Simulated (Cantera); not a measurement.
# Diamond growth

A diamond (100) surface in a fixed gas of H2 with x(CH4) = 0.0094, x(H) = 0.0013, x(CH3) = 0.00041, 9000 Pa; coverages are run to steady state.

Computed with Cantera and the Harris–Goodwin 1993 mechanism for the reconstructed diamond (100) surface.

```csv
T (K),growth (µm/h),θ c6HH,θ c6H*,θ c6*H,θ c6**,θ c6HM
925,9.92,0.520,0.00944,0.242,0.00381,0.176
975,12.9,0.505,0.0130,0.286,0.00584,0.142
1025,15.3,0.492,0.0173,0.330,0.00851,0.109
1075,15.4,0.482,0.0223,0.375,0.0119,0.0727
1125,12.4,0.473,0.0281,0.420,0.0160,0.0392
1175,8.45,0.459,0.0340,0.457,0.0204,0.0170
1225,5.86,0.440,0.0395,0.481,0.0246,0.00657
1275,4.75,0.422,0.0446,0.497,0.0285,0.00244
1325,4.36,0.406,0.0495,0.507,0.0320,0.000911
1375,3.92,0.395,0.0540,0.513,0.0351,0.000342
```
θ: site fractions in the mechanism's names (c6HH fully hydrogenated, c6H* and c6*H radical sites, c6** diradical, c6HM methylated).
